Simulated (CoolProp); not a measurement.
A Linde-Hampson liquefier for carbon monoxide: isothermal reversible compression at 250 K from 1 atm to 10 MPa, throttling to 1 atm, return gas leaving the recuperator 10 K below the feed. Each further row changes one setting.

The numbers come from the reference Helmholtz-energy equation of state, Lemmon 2006 in CoolProp. It is a short technical equation, of lower accuracy than the large ones.

| case | liquid yield per pass | compression work (kJ/kg of gas) |
|---|---|---|
| as stated | (withheld) | 335 |
| high pressure 20 MPa | 0.120 | 384 |
| warm-end temperature 280 K | 0.039 | (withheld) |
| warm-end gap 15 K | (withheld) | 335 |

Task: Complete the blanks.

Result: 
- as stated, liquid yield per pass: 0.062
- warm-end temperature 280 K, compression work (kJ/kg of gas): 379
- warm-end gap 15 K, liquid yield per pass: 0.049
